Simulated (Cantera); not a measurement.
A Cantera script and what it prints.

```python
import numpy as np
import cantera as ct

gas_names = [...]  # 113 gases of nasa_gas.yaml made of C, H, O, Pb
cond_names = """
    C(gr) C6H6(L) C7H8(L) C8H18(L),n-octa H2O(s) H2O(L) Pb(cr) Pb(L) PbO(rd) PbO(yw) PbO(L) PbO2(s)
    Pb3O4(s)
""".split()


# ... load() reads the species with a 1 bar reference pressure and builds the phases ...
atoms = {
    'Pb': {'Pb': 1},
    'O2': {'O': 2},
    'H2': {'H': 2},
    'CH4': {'C': 1, 'H': 4},
}
top_T = {'C(gr)': 4500, 'Pb3O4(s)': 820}  # K; cautious upper limits of use, not melting points


# ... equilibrate(T, P, feed) seeds the gas with the atoms and calls Mixture.equilibrate('TP', solver="vcs", rtol=1e-11, max_steps=5000) ...
results = []
feed = {'Pb': 1, 'O2': 0.083, 'H2': 9.1, 'CH4': 0.11}  # mol
P = 13332.2  # Pa
for T in [825, 875, 925, 975, 1025, 1075, 1125, 1175, 1225, 1275]:
    mix = equilibrate(T, P, feed)
    results.append((T, P, feed, dict(zip(mix.species_names, mix.species_moles))))

top = {s: max(r[3][s] / sum(r[3][g] for g in gas_names) for r in results) for s in gas_names}
cols = sorted((s for s in top if top[s] > 1e-06), key=lambda s: -top[s])[:9]
seen = [c for c in cond_names if any(r[3].get(c, 0) > 1e-12 for r in results)]
print("log10 of partial pressures in bar; condensed amounts in mol")
print(f"{'T/K':>10s}" + "".join(f"{s[:9]:>10s}" for s in cols + seen))
for T, P, feed, n in results:
    ng = sum(n[g] for g in gas_names)
    print(f"{T:10.4g}" + "".join(f"{np.log10(max(n[s] / ng * P / 1e5, 1e-99)):10.3f}" for s in cols)
          + "".join(f"{n.get(c, 0):10.4g}" for c in seen))
```

Output:

```
log10 of partial pressures in bar; condensed amounts in mol
       T/K        H2       H2O        Pb        CO       CH4       CO2         H       Pb2     Pb(L)
       825    -0.888    -2.648    -6.843    -3.881    -2.839    -5.088   -11.544   -13.734         1
       875    -0.886    -2.734    -6.171    -3.300    -2.975    -4.726   -10.743   -12.606         1
       925    -0.885    -2.875    -5.573    -3.004    -3.255    -4.688   -10.027   -11.603    0.9998
       975    -0.884    -3.000    -5.038    -2.879    -3.652    -4.791    -9.383   -10.706    0.9994
      1025    -0.883    -3.068    -4.556    -2.833    -4.124    -4.905    -8.802    -9.899     0.998
      1075    -0.883    -3.094    -4.120    -2.818    -4.618    -4.997    -8.275    -9.170    0.9946
      1125    -0.883    -3.102    -3.723    -2.813    -5.093    -5.074    -7.794    -8.507    0.9866
      1175    -0.884    -3.105    -3.361    -2.812    -5.538    -5.141    -7.354    -7.903    0.9691
      1225    -0.886    -3.107    -3.029    -2.813    -5.952    -5.202    -6.949    -7.350    0.9334
      1275    -0.889    -3.110    -2.724    -2.816    -6.339    -5.258    -6.577    -6.841    0.8647
```

Cantera equilibrium calculation (NASA polynomials, part measured and part estimated; ideal gas, pure solids and liquids).
